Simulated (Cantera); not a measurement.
Input (Python, Cantera) and output of one run.

```python
import numpy as np
import cantera as ct

gas_names = [...]  # 113 gases of nasa_gas.yaml made of C, H, O, Pb
cond_names = """
    C(gr) C6H6(L) C7H8(L) C8H18(L),n-octa H2O(s) H2O(L) Pb(cr) Pb(L) PbO(rd) PbO(yw) PbO(L) PbO2(s)
    Pb3O4(s)
""".split()


# ... load() reads the species with a 1 bar reference pressure and builds the phases ...
atoms = {
    'PbO': {'Pb': 1, 'O': 1},
    'CO': {'C': 1, 'O': 1},
    'H2': {'H': 2},
}
top_T = {'C(gr)': 4500, 'Pb3O4(s)': 820}  # K; cautious upper limits of use, not melting points


# ... equilibrate(T, P, feed) seeds the gas with the atoms and calls Mixture.equilibrate('TP', solver="vcs", rtol=1e-11, max_steps=5000) ...
results = []
feed = {'PbO': 1, 'CO': 0.29, 'H2': 8.2}  # mol
P = 3600  # Pa
for T in [1125, 1175, 1225, 1275, 1325, 1375, 1425, 1475]:
    mix = equilibrate(T, P, feed)
    results.append((T, P, feed, dict(zip(mix.species_names, mix.species_moles))))

top = {s: max(r[3][s] / sum(r[3][g] for g in gas_names) for r in results) for s in gas_names}
cols = sorted((s for s in top if top[s] > 1e-06), key=lambda s: -top[s])[:9]
seen = [c for c in cond_names if any(r[3].get(c, 0) > 1e-12 for r in results)]
print("log10 of partial pressures in bar; condensed amounts in mol")
print(f"{'T/K':>10s}" + "".join(f"{s[:9]:>10s}" for s in cols + seen))
for T, P, feed, n in results:
    ng = sum(n[g] for g in gas_names)
    print(f"{T:10.4g}" + "".join(f"{np.log10(max(n[s] / ng * P / 1e5, 1e-99)):10.3f}" for s in cols)
          + "".join(f"{n.get(c, 0):10.4g}" for c in seen))
```

It prints:

```
log10 of partial pressures in bar; condensed amounts in mol
       T/K        H2       H2O        Pb        CO       CO2         H       Pb2       PbO     Pb(L)
      1125    -1.516    -2.389    -3.723    -2.962    -3.877    -8.110    -8.507    -9.444    0.9551
      1175    -1.519    -2.390    -3.361    -2.959    -3.937    -7.671    -7.903    -8.837     0.896
      1225    -1.525    -2.395    -3.029    -2.960    -3.996    -7.269    -7.350    -8.281    0.7737
      1275    -1.537    -2.406    -2.724    -2.968    -4.057    -6.901    -6.841    -7.769    0.5305
      1325    -1.560    -2.427    -2.443    -2.987    -4.124    -6.566    -6.373    -7.296   0.05497
      1375    -1.563    -2.429    -2.421    -2.986    -4.168    -6.246    -6.416    -7.096         0
      1425    -1.563    -2.428    -2.421    -2.984    -4.206    -5.947    -6.498    -6.931         0
      1475    -1.563    -2.428    -2.421    -2.982    -4.242    -5.668    -6.574    -6.776         0
```

Equilibrium computed with Cantera from the NASA thermochemical tables; the gas is ideal and each condensed phase is pure.
